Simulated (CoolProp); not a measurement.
Dimethyl carbonate along the isobar 839 kPa: density (kg/m³) from the reference equation and from simpler models built on Tc = 557.0 K, pc = 4909 kPa, ω = 0.346; each cubic takes its own stable root.

Computed with CoolProp (reference Helmholtz-energy equation of state, Zhou 2011).

| T (K) | phase | reference |
|---|---|---|
| 354.2 | liquid | 988.0 |
| 374.9 | liquid | 958.3 |
| 395.6 | liquid | 927.5 |
| 416.4 | liquid | 894.9 |
| 437.1 | liquid | 860.1 |
| 457.8 | gas | 22.65 |
| 478.5 | gas | 21.22 |
| 499.2 | gas | 20.01 |
| 519.9 | gas | 18.96 |

Problem. How far does each simpler model (Redlich-Kwong, Soave-Redlich-Kwong, Peng-Robinson) lie from the reference over these 9 states: mean and median of the absolute difference, and the worst?

Solution. 
- Redlich-Kwong: mean 18.0 %, median 14.7 %, worst -97.2 % at 437.1 K and 839 kPa
- Soave-Redlich-Kwong: mean 6.1 %, median 10.6 %, worst -11.8 % at 437.1 K and 839 kPa
- Peng-Robinson: mean 0.8 %, median 0.9 %, worst +1.1 % at 374.9 K and 839 kPa

At some of these states Redlich-Kwong gives the other phase, because its saturation line lies elsewhere.
